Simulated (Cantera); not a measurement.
Hydrogen reduction and annealing atmospheres: ZrO2 + H2

Feed: 1 mol ZrO2, 20 mol H2, equilibrated at 1.80 bar.

These are equilibrium values from Cantera (NASA tables, ideal gas, pure condensed phases), not measurements of a reactor. Candidate condensed phases: H2O, Zr, ZrO2; 12 gas species. Equilibrium is a limit: real reactors are often held back by kinetics, nucleation or transport.

From 1323 K to 1423 K the condensed part is ZrO2(monoclinic). From 1523 K to 2223 K the condensed part is ZrO2(tetragonal).

```json
[
 {"T (K)": "1323", "log p H2": "0.26", "log p H": "-5.67", "log p H2O": "-9.61", "log p ZrO": "<-11", "log p Zr": "<-11", "log p OH": "<-11", "n ZrO2(monoclinic)": "1.00", "n ZrO2(tetragonal)": "0"},
 {"T (K)": "1423", "log p H2": "0.26", "log p H": "-5.05", "log p H2O": "-8.79", "log p ZrO": "<-11", "log p Zr": "<-11", "log p OH": "<-11", "n ZrO2(monoclinic)": "1.00", "n ZrO2(tetragonal)": "0"},
 {"T (K)": "1523", "log p H2": "0.26", "log p H": "-4.51", "log p H2O": "-8.09", "log p ZrO": "<-11", "log p Zr": "<-11", "log p OH": "<-11", "n ZrO2(monoclinic)": "0", "n ZrO2(tetragonal)": "1.00"},
 {"T (K)": "1623", "log p H2": "0.26", "log p H": "-4.03", "log p H2O": "-7.47", "log p ZrO": "-11.02", "log p Zr": "<-11", "log p OH": "<-11", "n ZrO2(monoclinic)": "0", "n ZrO2(tetragonal)": "1.00"},
 {"T (K)": "1723", "log p H2": "0.26", "log p H": "-3.61", "log p H2O": "-6.93", "log p ZrO": "-9.87", "log p Zr": "-11.14", "log p OH": "<-11", "n ZrO2(monoclinic)": "0", "n ZrO2(tetragonal)": "1.000"},
 {"T (K)": "1823", "log p H2": "0.26", "log p H": "-3.24", "log p H2O": "-6.45", "log p ZrO": "-8.84", "log p Zr": "-10.14", "log p OH": "-11.10", "n ZrO2(monoclinic)": "0", "n ZrO2(tetragonal)": "1.000"},
 {"T (K)": "1923", "log p H2": "0.25", "log p H": "-2.90", "log p H2O": "-6.02", "log p ZrO": "-7.93", "log p Zr": "-9.24", "log p OH": "-10.24", "n ZrO2(monoclinic)": "0", "n ZrO2(tetragonal)": "1.000"},
 {"T (K)": "2023", "log p H2": "0.25", "log p H": "-2.59", "log p H2O": "-5.63", "log p ZrO": "-7.10", "log p Zr": "-8.43", "log p OH": "-9.46", "n ZrO2(monoclinic)": "0", "n ZrO2(tetragonal)": "1.000"},
 {"T (K)": "2123", "log p H2": "0.25", "log p H": "-2.32", "log p H2O": "-5.28", "log p ZrO": "-6.36", "log p Zr": "-7.70", "log p OH": "-8.76", "n ZrO2(monoclinic)": "0", "n ZrO2(tetragonal)": "1.000"},
 {"T (K)": "2223", "log p H2": "0.25", "log p H": "-2.07", "log p H2O": "-4.95", "log p ZrO": "-5.69", "log p Zr": "-7.06", "log p OH": "-8.11", "n ZrO2(monoclinic)": "0", "n ZrO2(tetragonal)": "1.000"}
]
```
log p: log10 of the partial pressure in bar; n: condensed amount in mol.
